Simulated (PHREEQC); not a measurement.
0.032 g of hydrous ferric oxide (600 m²/g; 0.2 weak and 0.005 strong sites per Fe, Dzombak-Morel constants, diffuse double layer) in 1 kg of water with 0.3 mol/kgw of an inert sodium salt and 0.0021 mmol/kgw PbCl2 and 0.00099 mmol/kgw ZnSO4, at 25 °C; the pH is set by adding NaOH or the inert anion's acid. Oxygen is held at 0.21 atm. CO2 from the air is kept out. No solid was allowed to form.

Model: ion-association model, wateq4f.dat, run in PHREEQC.

| pH | Pb sorbed (%) | S sorbed (%) | Zn sorbed (%) |
|---|---|---|---|
| 3 | 0.1 | 40.2 | 0.0 |
| 3.67 | 2.4 | 39.2 | 0.0 |
| 4.33 | 25.6 | 33.6 | 0.0 |
| 5 | 66.6 | 21.0 | 0.1 |
| 5.67 | 85.5 | 7.8 | 0.2 |
| 6.33 | 96.3 | 1.8 | 2.2 |
| 7 | 99.6 | 0.3 | 22.2 |
| 7.67 | 100.0 | 0.0 | 78.5 |
| 8.33 | 100.0 | 0.0 | 97.6 |
| 9 | 100.0 | 0.0 | 99.3 |
| 9.67 | 100.0 | 0.0 | 99.0 |
| 10.33 | 100.0 | 0.0 | 97.5 |
| 11 | 100.0 | 0.0 | 88.9 |

Species that the database lacks are ignored. The oxide is taken as insoluble; below pH 4 it would dissolve.
